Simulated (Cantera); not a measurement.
A Cantera script and what it prints.

```python
import numpy as np
import cantera as ct

gas_names = """
    H HNO HNO2 HNO3 HO2 H2 H2O H2O2 N NH NH2 NH3 NH2OH NO NO2 NO3 N2 N2H2 N2H4 N2O O OH O2 O3
""".split()
cond_names = """
    H2O(s) H2O(L)
""".split()


# ... load() reads the species with a 1 bar reference pressure and builds the phases ...
atoms = {
    'H2O': {'H': 2, 'O': 1},
    'O2': {'O': 2},
    'N2': {'N': 2},
}
top_T = {}  # K; cautious upper limits of use, not melting points


# ... equilibrate(T, P, feed) seeds the gas with the atoms and calls Mixture.equilibrate('TP', solver="vcs", rtol=1e-11, max_steps=5000) ...
results = []
feed = {'H2O': 1, 'O2': 0.21, 'N2': 8.8}  # mol
P = 280  # Pa
for T in [2575, 2650, 2725, 2800, 2875, 2950, 3025, 3100, 3175, 3250, 3325, 3400, 3475]:
    mix = equilibrate(T, P, feed)
    results.append((T, P, feed, dict(zip(mix.species_names, mix.species_moles))))

top = {s: max(r[3][s] / sum(r[3][g] for g in gas_names) for r in results) for s in gas_names}
cols = sorted((s for s in top if top[s] > 1e-06), key=lambda s: -top[s])[:9]
seen = [c for c in cond_names if any(r[3].get(c, 0) > 1e-12 for r in results)]
print("log10 of partial pressures in bar; condensed amounts in mol")
print(f"{'T/K':>10s}" + "".join(f"{s[:9]:>10s}" for s in cols + seen))
for T, P, feed, n in results:
    ng = sum(n[g] for g in gas_names)
    print(f"{T:10.4g}" + "".join(f"{np.log10(max(n[s] / ng * P / 1e5, 1e-99)):10.3f}" for s in cols)
          + "".join(f"{n.get(c, 0):10.4g}" for c in seen))
```

Result:

```
log10 of partial pressures in bar; condensed amounts in mol
       T/K        N2         H         O        H2        O2        OH       H2O        NO         N
      2575    -2.660    -3.594    -3.840    -4.267    -4.314    -4.326    -4.352    -4.679    -7.571
      2650    -2.670    -3.506    -3.738    -4.354    -4.405    -4.394    -4.628    -4.677    -7.300
      2725    -2.678    -3.445    -3.662    -4.480    -4.529    -4.500    -4.954    -4.694    -7.043
      2800    -2.684    -3.405    -3.607    -4.636    -4.683    -4.636    -5.316    -4.728    -6.798
      2875    -2.688    -3.380    -3.570    -4.810    -4.859    -4.793    -5.700    -4.773    -6.566
      2950    -2.691    -3.365    -3.545    -4.991    -5.046    -4.961    -6.091    -4.826    -6.344
      3025    -2.693    -3.355    -3.528    -5.174    -5.239    -5.133    -6.481    -4.883    -6.133
      3100    -2.694    -3.349    -3.518    -5.354    -5.432    -5.305    -6.863    -4.942    -5.932
      3175    -2.695    -3.346    -3.510    -5.530    -5.622    -5.473    -7.234    -5.002    -5.740
      3250    -2.695    -3.344    -3.506    -5.700    -5.807    -5.638    -7.592    -5.060    -5.557
      3325    -2.696    -3.342    -3.502    -5.864    -5.986    -5.797    -7.938    -5.117    -5.382
      3400    -2.696    -3.341    -3.500    -6.022    -6.159    -5.950    -8.270    -5.173    -5.215
      3475    -2.697    -3.341    -3.498    -6.175    -6.326    -6.098    -8.589    -5.226    -5.055
```

These are equilibrium values from Cantera (NASA tables, ideal gas, pure condensed phases), not measurements of a reactor.
